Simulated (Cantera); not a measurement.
Carbon deposition, reforming and gasification: C2H4 + CO2

Input: 1 mol C2H4, 0.4 mol CO2, equilibrated at 1.33 mbar.

Equilibrium computed with Cantera from the NASA thermochemical tables; the gas is ideal and each condensed phase is pure. Candidate condensed phases: C, C6H6, C7H8, C8H18, H2O; 110 gas species. Equilibrium is a limit: real reactors are often held back by kinetics, nucleation or transport.

From 1123 K to 2623 K the condensed part is C(graphite). The main C-bearing gas is CO throughout.

```tsv
T (K)	x H2	x H	x CO	x C2H2 (acetylene)	x C3	x C2H	x C	x C2	n C(graphite)
1123	0.714	9.86e-7	0.286	1.57e-8	<1e-12	<1e-12	<1e-12	<1e-12	1.60
1273	0.714	1.65e-5	0.286	2.65e-7	<1e-12	<1e-12	<1e-12	<1e-12	1.60
1423	0.714	0.000154	0.286	2.45e-6	<1e-12	<1e-12	<1e-12	<1e-12	1.60
1573	0.713	0.000941	0.286	1.47e-5	<1e-12	5.62e-11	<1e-12	<1e-12	1.60
1723	0.711	0.00421	0.285	6.43e-5	7.33e-12	2.37e-9	2.23e-11	<1e-12	1.60
1873	0.701	0.0148	0.284	0.000219	7.32e-10	5.45e-8	1.23e-9	6.09e-11	1.60
2023	0.677	0.0428	0.280	0.000605	3.64e-8	7.73e-7	3.73e-8	3.09e-9	1.60
2173	0.623	0.104	0.271	0.00138	1.04e-6	7.39e-6	7.04e-7	9.05e-8	1.59
2323	0.526	0.216	0.255	0.00255	1.91e-5	5.01e-5	9.09e-6	1.70e-6	1.58
2473	0.385	0.379	0.231	0.00371	0.000244	0.000248	8.58e-5	2.23e-5	1.57
2623	0.231	0.555	0.205	0.00410	0.00230	0.000905	0.000625	0.000217	1.53
```
x: gas mole fraction; n: condensed amount in mol.
